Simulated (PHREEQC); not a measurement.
A solution holds 0.0086 mol NaHSO4, 0.0015 mol (CH3)4NCl and 0.00034 mol LiOH per kg of water, at 25 °C. It is in equilibrium with CO2 at log p = -1 (atm). Otherwise closed; pH follows from the charge balance.

All values are PHREEQC results (ion-association model, phreeqc.dat), not measurements.

Each row changes one thing in this solution. No solid was allowed to form.

```tsv
case	pH	ionic strength (mol/kgw)	HCO3- (mol/kgw)
as made	2.27	0.0227	3.22e-7
(CH3)4NCl from 0.0015 to 0.00075 mol/kgw	2.27	0.0219	3.21e-7
diluted 2-fold with water	2.51	0.0120	5.50e-7
NaHSO4 from 0.0086 to 0.043 mol/kgw	1.72	0.0876	9.94e-8
NaHSO4 left out	5.34	0.00185	0.000345
diluted 100-fold with water	4.02	0.000287	1.61e-5
NaHSO4 from 0.0086 to 0.0129 mol/kgw	2.12	0.0318	2.35e-7
```

(CH3)4N+ isn't in the database: it is added as a free cation with an ion size of 4 Å.
